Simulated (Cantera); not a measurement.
What does this Cantera script print?

```python
import numpy as np
import cantera as ct

gas = ct.Solution("gri30.yaml")
gas.TPX = 1673, 45000, {'H2': 1.4, 'O2': 1.16, 'N2': 4.37}
reactor = ct.IdealGasReactor(gas, energy="on", clone=False)
net = ct.ReactorNet([reactor])
net.rtol, net.atol = 1e-08, 1e-16
show = ['H2', 'O2', 'N2O', 'NO2', 'HO2', 'H']
times = np.geomspace(1e-06, 0.6, 12)

steps = ct.SolutionArray(gas, extra=["t"])
rows = []
print(f"{'t/s':>10s}{'T/K':>9s}{'P/Pa':>11s}" + "".join(f"{s:>11s}" for s in show))
for t in times:
    while net.time < t:
        t_next = net.step()
        steps.append(gas.state, t=t_next)
    rows.append([np.interp(t, steps.t, y) for y in (steps.T, steps.P, *steps(*show).X.T)])
    print(f"{t:10.3e}{rows[-1][0]:9.1f}{rows[-1][1]:11.4g}" + "".join(f"{x:11.3e}" for x in rows[-1][2:]))
rate = np.gradient(steps.T, steps.t)
print("integrator steps:", len(steps.t))
if steps.T.max() > steps.T[0] + 200:
    print(f"time of steepest temperature rise: {steps.t[rate.argmax()]:.4e} s")
gas.TPX = 1673, 45000, {'H2': 1.4, 'O2': 1.16, 'N2': 4.37}
gas.equilibrate("UV")
print(f"equilibrium (UV): T = {gas.T:.1f} K  " + "  ".join(f"{s} {gas[s].X[0]:.3e}" for s in show))
```

Result:

```
       t/s      T/K       P/Pa         H2         O2        N2O        NO2        HO2          H
 1.000e-06   1673.0    4.5e+04  2.020e-01  1.674e-01  5.072e-13  1.763e-21  6.225e-07  6.732e-07
 3.352e-06   1673.0    4.5e+04  2.020e-01  1.674e-01  3.873e-12  6.539e-19  2.069e-06  5.815e-06
 1.123e-05   1674.0  4.503e+04  1.992e-01  1.661e-01  2.083e-10  4.118e-15  1.078e-05  1.549e-03
 3.766e-05   1929.3  5.121e+04  3.019e-02  7.301e-02  5.911e-08  1.112e-09  1.172e-05  6.452e-02
 1.262e-04   2406.5  6.193e+04  2.636e-02  6.775e-02  1.223e-07  1.578e-08  7.203e-06  3.246e-02
 4.231e-04   2783.8  6.984e+04  1.794e-02  6.505e-02  5.916e-07  6.871e-07  1.372e-05  1.331e-02
 1.418e-03   2787.0  6.981e+04  1.768e-02  6.190e-02  6.623e-07  3.027e-06  1.352e-05  1.258e-02
 4.753e-03   2780.6  6.959e+04  1.770e-02  5.897e-02  7.447e-07  5.116e-06  1.289e-05  1.228e-02
 1.593e-02   2780.1  6.958e+04  1.771e-02  5.875e-02  7.527e-07  5.274e-06  1.284e-05  1.226e-02
 5.340e-02   2780.1  6.958e+04  1.771e-02  5.875e-02  7.527e-07  5.274e-06  1.284e-05  1.226e-02
 1.790e-01   2780.1  6.958e+04  1.771e-02  5.875e-02  7.527e-07  5.274e-06  1.284e-05  1.226e-02
 6.000e-01   2780.1  6.958e+04  1.771e-02  5.875e-02  7.527e-07  5.274e-06  1.284e-05  1.226e-02
integrator steps: 1208
time of steepest temperature rise: 1.7732e-05 s
equilibrium (UV): T = 2780.1 K  H2 1.771e-02  O2 5.875e-02  N2O 7.527e-07  NO2 5.274e-06  HO2 1.284e-05  H 1.226e-02
```

Model: GRI-Mech 3.0 (53 species, 325 reactions), integrated in Cantera.
